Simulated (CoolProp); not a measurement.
R143a along the isobar 4.74 MPa: fugacity coefficient from the reference equation and from simpler models built on Tc = 72.7 °C, pc = 3.762 MPa, ω = 0.261; each cubic takes its own stable root.

Values from CoolProp's reference Helmholtz-energy equation of state, Lemmon and Jacobsen 2000.

```csv
T (°C),phase,reference
57.45,liquid,0.4326
72.85,supercritical,0.5349
88.25,supercritical,0.6251
103.65,supercritical,0.6815
119.05,supercritical,0.7247
134.45,supercritical,0.7603
149.85,supercritical,0.7905
165.25,supercritical,0.8164
180.65,supercritical,0.8388
196.05,supercritical,0.8583
211.45,supercritical,0.8755
226.85,supercritical,0.8906
```

How far does each simpler model (van der Waals, Redlich-Kwong, Soave-Redlich-Kwong, Peng-Robinson) lie from the reference over these 12 states: mean and median of the absolute difference, and the worst?


- van der Waals: mean 4.6 %, median 2.6 %, worst +22.1 % at 57.45 °C and 4.74 MPa
- Redlich-Kwong: mean 2.3 %, median 1.7 %, worst +10.0 % at 57.45 °C and 4.74 MPa
- Soave-Redlich-Kwong: mean 3.2 %, median 2.6 %, worst +6.2 % at 57.45 °C and 4.74 MPa
- Peng-Robinson: mean 0.9 %, median 0.8 %, worst +1.9 % at 57.45 °C and 4.74 MPa
